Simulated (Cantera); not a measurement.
What does this Cantera script print?

```python
import numpy as np
import cantera as ct

gas_names = """
    SF4 SO2 F
""".split()
cond_names = """
    Na2SO4(V) Na2SO4(IV) Na2SO4(I) Na2SO4(L) Na(cr) Na(L)
""".split()


# ... load() reads the species with a 1 bar reference pressure and builds the phases ...
species = {s.name: s for s in load("nasa_gas.yaml", gas_names) + load("nasa_condensed.yaml", cond_names)}
# Each term lists the table entries of one substance; the one whose range holds T is used.
reactions = {
    'Na2SO4 + SF4(g) = 2 SO2(g) + 2 Na + 4 F(g)':
        [(-1, ['Na2SO4(V)', 'Na2SO4(IV)', 'Na2SO4(I)', 'Na2SO4(L)']), (-1, ['SF4']), (2, ['SO2']), (2, ['Na(cr)', 'Na(L)']), (4, ['F'])],
}


def pick(names, T):
    return next(species[n] for n in names if species[n].thermo.min_temp <= T <= species[n].thermo.max_temp)


results = []
for label, terms in reactions.items():
    print(label)
    print("     T/K   dH/kJ  dS/(J/K)   dG/kJ   log10 K")
    for T in [300, 623, 723, 823, 923, 1023, 1123, 1223, 1323, 1423, 1523]:
        used = [(nu, pick(names, T)) for nu, names in terms]
        dH = sum(nu * s.thermo.h(T) for nu, s in used) / 1e6
        dS = sum(nu * s.thermo.s(T) for nu, s in used) / 1e3
        dG = dH - T * dS / 1e3
        logK = -dG * 1e6 / (ct.gas_constant * T * np.log(10))
        results.append((label, T, dH, dS, dG, logK, [s.name for _, s in used]))
        print(f"{T:8g} {dH:8.1f} {dS:8.1f} {dG:8.1f} {logK:8.2f}")
```

Output:

```
Na2SO4 + SF4(g) = 2 SO2(g) + 2 Na + 4 F(g)
     T/K   dH/kJ  dS/(J/K)   dG/kJ   log10 K
     300   1874.9    784.9   1639.4  -285.45
     623   1867.3    775.9   1383.9  -116.03
     723   1864.1    771.2   1306.6   -94.39
     823   1860.3    766.2   1229.7   -78.05
     923   1855.8    761.1   1153.3   -65.27
    1023   1850.7    755.8   1077.5   -55.02
    1123   1845.0    750.5   1002.2   -46.61
    1223   1816.0    725.5    928.7   -39.66
    1323   1811.4    721.9    856.3   -33.81
    1423   1806.9    718.6    784.3   -28.79
    1523   1802.7    715.8    712.6   -24.44
```

Cantera with NASA thermochemical tables; ideal gases at 1 bar, condensed phases pure. Condensed species are held in their standard states even where they would react or evaporate.
